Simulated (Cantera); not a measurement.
# Low-pressure radical oxidation in H2/O2

A perfectly stirred reactor is fed with 24.8 % H2, 75.2 % O2, equivalence ratio 0.17, at 20.0 Torr; it is held at 1350 K, and followed from long to short residence time.

Detailed kinetics in Cantera: the H2/O2 subset of GRI-Mech 3.0, which has no nitrogen chemistry. Radical loss at walls, strong at low pressure, is not modelled. The temperature is held fixed by assumption; the heat of reaction is taken as removed at once.

| τ (s) | x H2 | x O2 | x H2O | x HO2 | x H2O2 |
|---|---|---|---|---|---|
| 5.2 | 0.000151 | 0.716 | 0.282 | 1.95e-6 | 1.33e-7 |
| 1.7 | 0.000316 | 0.715 | 0.281 | 3.47e-6 | 1.99e-7 |
| 0.58 | 0.000638 | 0.713 | 0.280 | 5.64e-6 | 2.84e-7 |
| 0.19 | 0.00131 | 0.710 | 0.277 | 8.52e-6 | 3.95e-7 |
| 0.064 | 0.00260 | 0.704 | 0.272 | 1.15e-5 | 5.20e-7 |
| 0.021 | 0.00509 | 0.692 | 0.262 | 1.40e-5 | 6.38e-7 |
| 0.0070 | 0.00921 | 0.672 | 0.243 | 1.50e-5 | 6.98e-7 |
| 0.0023 | 0.0151 | 0.646 | 0.215 | 1.46e-5 | 6.84e-7 |
| 0.00077 | 0.0233 | 0.630 | 0.187 | 1.36e-5 | 6.70e-7 |
| 0.00026 | 0.0402 | 0.632 | 0.162 | 1.27e-5 | 7.14e-7 |
x: mole fraction; the columns are a selection and need not sum to one.
